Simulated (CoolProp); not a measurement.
A Linde-Hampson liquefier for carbon monoxide: isothermal reversible compression at 280 K from 1 atm to 25 MPa, throttling to 1 atm, return gas leaving the recuperator 10 K below the feed. Each further row changes one setting.

Values from CoolProp's reference Helmholtz-energy equation of state, Lemmon 2006. It is a short technical equation, of lower accuracy than the large ones.

| case | liquid yield per pass | compression work (kJ/kg of gas) |
|---|---|---|
| as stated | 0.094 | 455 |
| high pressure 50 MPa | 0.102 | 524 |
| warm-end temperature 310 K | 0.064 | 509 |
| warm-end gap 15 K | 0.082 | 455 |
